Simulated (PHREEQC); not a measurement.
PHREEQC input (ion-association model, wateq4f.dat):

```
SOLUTION_MASTER_SPECIES
  An  An-  0  An  62.0  # stands for a non-complexing anion
SOLUTION_SPECIES
  An- = An-
    -log_k 0
    -gamma 3.0 0
PHASES
  Fix_H+
    H+ = H+
    -log_k 0
SOLUTION 1
  temp 25
  units mmol/kgw
  pH 7 charge
  Cl 0.44
  Zn 0.22
  Na 100
  An 100
END
SELECTED_OUTPUT 1
  -reset false
  -pH true
  -pe true
  -ionic_strength true
  -water true
  -totals Cl Na Zn
  -molalities Hfo_wOH Hfo_wOH2+ Hfo_wO- Hfo_sOH Hfo_sOH2+ Hfo_sO- Hfo_sOZn+ Hfo_wOZn+
  -saturation_indices Zn(OH)2-e Zn5(OH)8Cl2 Halite
USER_PUNCH 1
  -headings sigma psi
  10 PUNCH EDL("sigma", "Hfo"), EDL("psi", "Hfo")
PRINT
  -reset false
USE solution 1
SURFACE 1
  Hfo_wOH 0.000197753 600 0.088
  Hfo_sOH 4.94382e-06
EQUILIBRIUM_PHASES 1
  Fix_H+ -3 HAn 10
    -force_equality true
  O2(g) -0.68 10
END
# ... the last block is repeated for the other 12 points of pH, with NaOH or the acid as the point needs
```

Selected output (columns that matter, 13 of 13 rows; pH added in front):

```
pH	mu	Na	Zn	m_Hfo_wOH	m_Hfo_wOH2+	m_Hfo_wO-	m_Hfo_sOH	m_Hfo_sOH2+	m_Hfo_sO-	si_Zn(OH)2-e	si_Zn5(OH)8Cl2	si_Halite	sigma	psi
3	0.10197	0.1	0.00022	3.7638e-06	0.00019399	1.6729e-09	9.4091e-08	4.8495e-06	4.1822e-11	-9.5606	-41.749	-6.1633	0.36338	0.1525
3.5	0.10114	0.1	0.00022	1.075e-05	0.00018699	1.4158e-08	2.6864e-07	4.6728e-06	3.5381e-10	-8.5596	-37.743	-6.1627	0.35024	0.15082
4	0.10087	0.1	0.00021998	2.6257e-05	0.0001714	9.2149e-08	6.5394e-07	4.2688e-06	2.295e-09	-7.5593	-33.741	-6.1625	0.32091	0.14643
4.5	0.10077	0.1	0.00021984	5.1313e-05	0.00014602	4.1309e-07	1.2425e-06	3.5357e-06	1.0003e-08	-6.5595	-29.742	-6.1624	0.27284	0.13818
5	0.10073	0.1	0.00021894	8.0633e-05	0.00011578	1.2864e-06	1.6045e-06	2.3039e-06	2.5598e-08	-5.5612	-25.75	-6.1624	0.21535	0.12617
5.5	0.1007	0.1	0.00021637	0.00010763	8.667e-05	3.0618e-06	9.2899e-07	7.481e-07	2.6428e-08	-4.5663	-21.776	-6.1624	0.16076	0.11145
6	0.10067	0.1	0.00021265	0.00012735	6.1626e-05	6.029e-06	2.2345e-07	1.0813e-07	1.0579e-08	-3.574	-17.814	-6.1624	0.11521	0.09496
6.5	0.10062	0.1	0.00019969	0.00013423	3.6917e-05	1.118e-05	4.4481e-08	1.2234e-08	3.705e-09	-2.6018	-13.954	-6.1623	0.084174	0.079897
7	0.10059	0.10006	0.00016935	0.00011549	1.2952e-05	2.3591e-05	1.3031e-08	1.4614e-09	2.6619e-09	-1.6752	-10.32	-6.162	0.073113	0.073366
7.5	0.10056	0.10013	0.00013836	7.3082e-05	2.7029e-06	4.5268e-05	4.9245e-09	1.8213e-10	3.0503e-09	-0.77	-6.7944	-6.1617	0.071396	0.072288
8	0.10053	0.10018	0.00011775	3.5119e-05	4.3543e-07	6.4888e-05	1.8663e-09	2.3139e-11	3.4483e-09	0.1263	-3.313	-6.1615	0.069066	0.070788
8.5	0.10049	0.10027	0.00010983	1.5946e-05	7.6141e-08	7.6504e-05	7.8378e-10	3.7425e-12	3.7603e-09	0.9175	-0.3567	-6.1611	0.061648	0.065724
9	0.10046	0.10039	0.0001122	1.0219e-05	2.8263e-08	8.4644e-05	5.1381e-10	1.4211e-12	4.2558e-09	1.3381	0.746	-6.1605	0.042364	0.050175
```

Along this series the solution becomes supersaturated in solids that the run did not let form, among them Zn(OH)2-e, Zn5(OH)8Cl2. Complexes and solids missing from the database can't appear. The oxide is taken as insoluble; below pH 4 it would dissolve.
